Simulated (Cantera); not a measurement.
A perfectly stirred reactor is fed with 2.79 % CH4, 96.2 % H2, 0.962 % N2, at 22.5 Torr; it is held at 2575 K, and followed from long to short residence time.

Detailed kinetics in Cantera: GRI-Mech 3.0 (53 species, 325 reactions). GRI-Mech 3.0 stops at C3 and has no aromatics, soot or wall deposition, so with more carbon than oxygen in the feed, carbon stays in small species such as C2H2 where larger ones or solid carbon would form. Radical loss at walls, strong at low pressure, is not modelled.

**Question.** Predict: x(CH4) at τ = 0.730 s; x(H2) at τ = 0.730 s; x(C2H2) at τ = 0.730 s; x(H) at τ = 0.730 s; x(CH3) at τ = 0.730 s; x(CH4) at τ = 16.0 ms; x(H2) at τ = 16.0 ms; x(C2H2) at τ = 16.0 ms; x(H) at τ = 16.0 ms; x(CH3) at τ = 16.0 ms.

**Answer.** x(CH4) at τ = 0.730 s: 1.00e-5
x(H2) at τ = 0.730 s: 0.817
x(C2H2) at τ = 0.730 s: 0.0118
x(H) at τ = 0.730 s: 0.162
x(CH3) at τ = 0.730 s: 3.47e-5
x(CH4) at τ = 16.0 ms: 0.000916
x(H2) at τ = 16.0 ms: 0.926
x(C2H2) at τ = 16.0 ms: 0.0122
x(H) at τ = 16.0 ms: 0.0503
x(CH3) at τ = 16.0 ms: 0.000875
